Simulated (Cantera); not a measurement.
A Cantera script and its output.

```python
import numpy as np
import cantera as ct

gas = ct.Solution("h2o2.yaml")
gas.TPX = 300, 1000000, {'H2': 1, 'O2': 0.602, 'N2': 2.27}
flame = ct.FreeFlame(gas, width=0.008)
flame.set_refine_criteria(ratio=3, slope=0.08, curve=0.16)
flame.transport_model = "mixture-averaged"
flame.solve(loglevel=0, auto=True)
flame.transport_model = "multicomponent"
flame.soret_enabled = True
flame.solve(loglevel=0, refine_grid=True)
z, T = flame.grid, flame.T
thick = (T[-1] - T[0]) / np.gradient(T, z).max()
show = ['H2', 'O2', 'HO2', 'H2O', 'O', 'H2O2']
print(f"laminar burning velocity  {flame.velocity[0] * 100:.3f} cm/s")
print(f"burnt temperature         {T[-1]:.1f} K")
print(f"thermal thickness         {thick * 1e3:.4f} mm")
print(f"grid points               {len(z)}")
z0 = z[flame.heat_release_rate.argmax()]
print(f"{'z/mm':>9s}{'T/K':>9s}{'u/(m/s)':>9s}" + "".join(f"{s:>11s}" for s in show))
rows = []
for k in (-3, -2, -1.5, -1, -0.5, -0.25, 0, 0.25, 0.5, 1, 2, 4, 8):
    zz = z0 + k * thick
    rows.append([k * thick, np.interp(zz, z, T), np.interp(zz, z, flame.velocity),
                 *(np.interp(zz, z, flame.X[gas.species_index(s)]) for s in show)])
    print(f"{rows[-1][0] * 1e3:9.3f}{rows[-1][1]:9.1f}{rows[-1][2]:9.3f}" + "".join(f"{x:11.3e}" for x in rows[-1][3:]))
```

Output:

```
laminar burning velocity  74.468 cm/s
burnt temperature         2184.3 K
thermal thickness         0.0321 mm
grid points               120
     z/mm      T/K  u/(m/s)         H2         O2        HO2        H2O          O       H2O2
   -0.096    300.1    0.743  2.567e-01  1.558e-01  3.706e-09  1.239e-06  3.338e-11  4.776e-09
   -0.064    300.7    0.739  2.505e-01  1.571e-01  8.113e-08  2.369e-05  3.960e-10  1.056e-07
   -0.048    304.0    0.736  2.371e-01  1.599e-01  8.882e-07  2.241e-04  2.402e-09  1.158e-06
   -0.032    337.8    0.781  1.970e-01  1.672e-01  2.079e-05  3.864e-03  3.102e-08  2.444e-05
   -0.016    653.2    1.424  1.241e-01  1.605e-01  6.249e-04  4.734e-02  6.416e-06  2.666e-04
   -0.008   1080.0    2.334  8.712e-02  1.315e-01  1.081e-03  1.080e-01  1.856e-04  3.031e-04
    0.000   1501.7    3.246  5.108e-02  9.325e-02  5.651e-04  1.781e-01  1.204e-03  3.343e-05
    0.008   1765.7    3.823  2.642e-02  6.415e-02  2.577e-04  2.266e-01  2.195e-03  5.460e-06
    0.016   1911.3    4.140  1.487e-02  4.956e-02  1.333e-04  2.504e-01  2.379e-03  3.726e-06
    0.032   2046.1    4.427  7.324e-03  4.036e-02  5.565e-05  2.678e-01  1.727e-03  2.359e-06
    0.064   2132.9    4.604  3.227e-03  3.693e-02  2.058e-05  2.781e-01  7.832e-04  1.376e-06
    0.129   2171.0    4.679  1.226e-03  3.601e-02  8.083e-06  2.830e-01  3.102e-04  8.003e-07
    0.257   2182.5    4.701  5.928e-04  3.590e-02  4.915e-06  2.846e-01  1.693e-04  5.897e-07
```

Computed with Cantera and the H2/O2 subset of GRI-Mech 3.0, which has no nitrogen chemistry. The hydrogen kinetics of GRI-Mech 3.0 are dated; newer H2 mechanisms differ, most at raised pressure. Burning velocities carry a grid error of a few per cent, more on coarse grids.
